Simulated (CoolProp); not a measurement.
Vapour-liquid equilibrium of propylene (1) + n-heptane (2) at 0.248 MPa; x and y are mole fractions of (1).

Values from CoolProp's multi-fluid Helmholtz-energy mixture model, Lemmon 2013 and Span 2003; pair parameters Bell 2016.

| x | bubble temperature, mixture model (K) | bubble temperature, Raoult's law (K) | y, mixture model | y, Raoult's law |
|---|---|---|---|---|
| 0.05 | 367.9 | 354.6 | 0.632 | 0.771 |
| 0.125 | 324.1 | 318.9 | 0.924 | 0.944 |
| 0.2 | 299.1 | 300.2 | 0.977 | 0.978 |
| 0.275 | 284.2 | 288.2 | 0.990 | 0.989 |
| 0.35 | 274.5 | 279.6 | 0.995 | 0.994 |
| 0.425 | 267.8 | 273.0 | 0.997 | 0.997 |
| 0.5 | 263.1 | 267.7 | 0.998 | 0.998 |
| 0.575 | 259.7 | 263.3 | 0.999 | 0.999 |
| 0.65 | 257.0 | 259.6 | 0.999 | 0.999 |
| 0.725 | 254.7 | 256.4 | 0.999 | 0.999 |
| 0.8 | 252.7 | 253.5 | 0.999 | 1.000 |
| 0.875 | 250.8 | 251.0 | 1.000 | 1.000 |
| 0.95 | 248.8 | 248.8 | 1.000 | 1.000 |

The largest gap from Raoult's law is +13.3 K in bubble temperature, at x = 0.05. No azeotrope shows between x = 0.05 and 0.95.

Pair parameters are fitted to limited data, so mixtures are less certain than the pure fluids. The gap from Raoult's law changes sign with composition, which may be real or a fault of the pair parameters; it wasn't checked against measurements.
